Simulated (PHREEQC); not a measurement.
Solution (20 °C): 0.00042 mol NaHS, 4e-06 mol NaOH and 4e-05 mol ZnCl2 per kg of water. Closed to the air; pH follows from the charge balance.

Model: ion-association model, wateq4f.dat, run in PHREEQC.

```yaml
pH: 9.02
ionic_strength: 0.000424 mol/kgw
total_alkalinity: 0.424 meq/kg
```

```csv
species,molality,activity,log γ
Na+,0.000424,0.000414,-0.010
HS-,0.000336,0.000329,-0.010
Cl-,8.00e-5,7.82e-5,-0.010
Zn(HS)2,3.98e-5,3.98e-5,0.000
OH-,7.21e-6,7.04e-6,-0.010
H2S,3.24e-6,3.24e-6,0.000
Zn(HS)3-,1.94e-7,1.89e-7,-0.010
S-2,3.19e-8,2.91e-8,-0.040
```

This is a speciation only: nothing precipitates in the calculation. Saturation is exceeded, for instance for ZnS(a), Sphalerite (slow to form); the values hold only as long as no solid forms. The polysulfide entries of wateq4f.dat were taken out for this run.
